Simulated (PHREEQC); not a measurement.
Dissolve 0.076 mol/kgw NaOH, 3e-07 mol/kgw H4SiO4 and 0.041 mol/kgw K3PO4 at 70 °C. Closed to the air; pH follows from the charge balance.

The numbers come from PHREEQC with the ion-association model, phreeqc.dat.

No solid was allowed to form.

Question: Estimate the pH.

Answer: pH 11.55.

Question: In which forms is P present?

Answer: PO4-3 74 %, HPO4-2 24 %, KHPO4- 1.2 %, NaHPO4- 0.8 % of the P.

Away from 25 °C the constants follow the database's enthalpies or fits; those with neither stay at their 25 °C values.
